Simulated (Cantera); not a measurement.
Charge: 1 mol AlN, 0.37 mol H₂O, 1.6 mol N₂, held at 1498.15 K and 86000 Pa.

Cantera equilibrium calculation (NASA polynomials, part measured and part estimated; ideal gas, pure solids and liquids). Candidate condensed phases: Al, AlN, Al₂O₃, H₂O; 35 gas species. Mutual solubility and eutectic melting of coexisting phases are not modelled. Rates play no part.

Base state: N₂ 0.823, H₂ 0.177 (mole fractions); condensed: AlN(s) + Al₂O₃(s).

Question: What changes in the equilibrium state with this change: 0.0051 mol CO₂ added?

Answer: 
| species | before | after |
|---|---|---|
| N₂ | 0.823 | 0.821 |
| H₂ | 0.177 | 0.176 |
| CO | 0 | 0.00235 |
| HCN | 0 | 6.44e-5 |
| CH₄ | 0 | 1.12e-5 |
| AlN(s), mol | 0.753 | 0.750 |
| Al₂O₃(s), mol | 0.123 | 0.125 |
Further candidate phases: C, C₆H₆, C₇H₈, C₈H₁₈.
